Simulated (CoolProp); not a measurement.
Values from CoolProp's reference Helmholtz-energy equation of state, Lemmon 2013.

For propylene, give the phase and the density (kg/m³), speed of sound (m/s), expansivity (1/kK), conductivity (mW/(m K)) at 122.05 °C and 1.37 MPa; 122.05 °C and 4.1 MPa.


- 122.05 °C and 1.37 MPa: gas; density 19.1, speed of sound 276, expansivity 3.33, conductivity 30.3
- 122.05 °C and 4.1 MPa: gas; density 73.2, speed of sound 232, expansivity 7.25, conductivity 37.7

Thermal conductivity comes from a separate model (Huber 2003), an estimate that may be off by 10 % or more.
